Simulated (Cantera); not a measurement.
Charge: 1 mol MgO, 0.16 mol H2S, 0.24 mol CO2, held at 1325 K and 13.3 mbar.

Cantera equilibrium calculation (NASA polynomials, part measured and part estimated; ideal gas, pure solids and liquids). Candidate condensed phases: C, C6H6, C7H8, C8H18, H2O, H2SO4, Mg, MgCO3, MgO, Mg(OH)2, MgS, MgSO4, S; 130 gas species. Rates play no part.

Base state: CO2 0.280, CO 0.225, H2O 0.210, S2 0.144, H2 0.0906, H2S 0.0376, SO2 0.00871, COS 0.00302 (mole fractions); condensed: MgO(s).

What changes in the equilibrium state with this change: MgO replaced by FeS?


| species | before | after |
|---|---|---|
| CO2 | 0.280 | 0.280 |
| CO | 0.225 | 0.225 |
| H2O | 0.210 | 0.210 |
| SO2 | 0.00871 | 0.00871 |
| SO | 0.000402 | 0.000402 |
| S2 | 0.144 | 0.144 |
| H2S | 0.0376 | 0.0376 |
| H2 | 0.0906 | 0.0906 |
| SH | 0.000842 | 0.000842 |
| S2O | 0.000385 | 0.000385 |
| MgO(s), mol | 1.00 | 0 |
| FeS(s), mol | 0 | 1.00 |
FeS: taken at fixed stoichiometry. Further candidate phases: Fe, Fe(CO)5, FeO, Fe(OH)2, Fe(OH)3, FeS, FeSO4, FeS2, Fe2O3, Fe2(SO4)3, Fe3O4.

What changes in the equilibrium state with this change: H2S from 0.16 to 1.5 mol?


| species | before | after |
|---|---|---|
| H2 | 0.0906 | 0.372 |
| S2 | 0.144 | 0.231 |
| H2S | 0.0376 | 0.196 |
| CO2 | 0.280 | 0.0124 |
| CO | 0.225 | 0.0919 |
| H2O | 0.210 | 0.0932 |
| SO2 | 0.00871 | 0.000129 |
| SO | 0.000402 | 5.52e-5 |
| CS2 | 7.74e-6 | 4.70e-5 |
| S2O | 0.000385 | 6.70e-5 |
| SH | 0.000842 | 0.00216 |
| MgO(s), mol | 1.00 | 1.00 |

What changes in the equilibrium state with this change: CO2 from 0.24 to 1.3 mol?


```
species        before     after
-----------  --------  --------
CO2             0.280     0.661
CO              0.225     0.167
H2O             0.210    0.0878
S2              0.144    0.0289
H2S            0.0376   0.00222
H2             0.0906    0.0119
SO2           0.00871    0.0397
SH           0.000842  0.000137
COS           0.00302   0.00101
S             1.34e-5   6.03e-6
MgO(s), mol      1.00      1.00
```
